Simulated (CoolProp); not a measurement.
Properties of acetone along the isotherm 361.4 K (Tc = 508.1 K, pc = 4692 kPa, ω = 0.307).

Values from CoolProp's reference Helmholtz-energy equation of state, Lemmon 2006. It is a short technical equation, of lower accuracy than the large ones.

```json
[
 {"p (kPa)": "3130", "phase": "liquid", "Z": "0.08470", "speed of sound (m/s)": "906.0"},
 {"p (kPa)": "6260", "phase": "liquid", "Z": "0.1682", "speed of sound (m/s)": "935.0"},
 {"p (kPa)": "9380", "phase": "liquid", "Z": "0.2503", "speed of sound (m/s)": "962.1"},
 {"p (kPa)": "12500", "phase": "liquid", "Z": "0.3316", "speed of sound (m/s)": "987.5"},
 {"p (kPa)": "15600", "phase": "liquid", "Z": "0.4114", "speed of sound (m/s)": "1011"},
 {"p (kPa)": "18800", "phase": "liquid", "Z": "0.4930", "speed of sound (m/s)": "1035"},
 {"p (kPa)": "21900", "phase": "liquid", "Z": "0.5713", "speed of sound (m/s)": "1057"},
 {"p (kPa)": "25000", "phase": "liquid", "Z": "0.6490", "speed of sound (m/s)": "1077"},
 {"p (kPa)": "28200", "phase": "liquid", "Z": "0.7285", "speed of sound (m/s)": "1098"},
 {"p (kPa)": "31300", "phase": "liquid", "Z": "0.8049", "speed of sound (m/s)": "1117"},
 {"p (kPa)": "34400", "phase": "liquid", "Z": "0.8809", "speed of sound (m/s)": "1136"},
 {"p (kPa)": "37500", "phase": "liquid", "Z": "0.9563", "speed of sound (m/s)": "1154"},
 {"p (kPa)": "40700", "phase": "liquid", "Z": "1.034", "speed of sound (m/s)": "1172"},
 {"p (kPa)": "43800", "phase": "liquid", "Z": "1.108", "speed of sound (m/s)": "1188"},
 {"p (kPa)": "46900", "phase": "liquid", "Z": "1.182", "speed of sound (m/s)": "1205"}
]
```
